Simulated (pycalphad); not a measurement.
All values are pycalphad results on the COST 507 light-alloy database (1999) (1 atm), not direct measurements. The database dates from 1999; later assessments differ in places, in temperatures and in the compounds included.

Molar enthalpy of Si-0.06Al (at.%) in equilibrium (SER reference):

```
T (K)  H (kJ/mol)               phases
-----  ----------  -------------------
1850        90.66               LIQUID
1770        88.48               LIQUID
1730        87.40               LIQUID
1690        86.31               LIQUID
1610        33.97  DIAMOND_A4 + LIQUID
1530        31.59  DIAMOND_A4 + LIQUID
1450        29.29  DIAMOND_A4 + LIQUID
1370        27.03  DIAMOND_A4 + LIQUID
1290        24.80  DIAMOND_A4 + LIQUID
1210        22.60  DIAMOND_A4 + LIQUID
1130        20.43  DIAMOND_A4 + LIQUID
1050        18.28  DIAMOND_A4 + LIQUID
970         16.17  DIAMOND_A4 + LIQUID
890         14.09  DIAMOND_A4 + LIQUID
850         13.05  DIAMOND_A4 + FCC_A1
810         12.03  DIAMOND_A4 + FCC_A1
730         10.01  DIAMOND_A4 + FCC_A1
650          8.03  DIAMOND_A4 + FCC_A1
570          6.09  DIAMOND_A4 + FCC_A1
```

Cooling from 1690 K to 850 K, across the freezing range, releases 73.3 kJ/mol, or 2610 J/g. The slope is 27 J/(mol K) in the liquid and 26 J/(mol K) just below the solidus, where it includes any heat of precipitation. Liquidus 1687 K, solidus 850 K. Changes were sought between steps of 40 K, so a narrower field can be missed.

FCC_A1 is fcc; DIAMOND_A4 is diamond (Si).
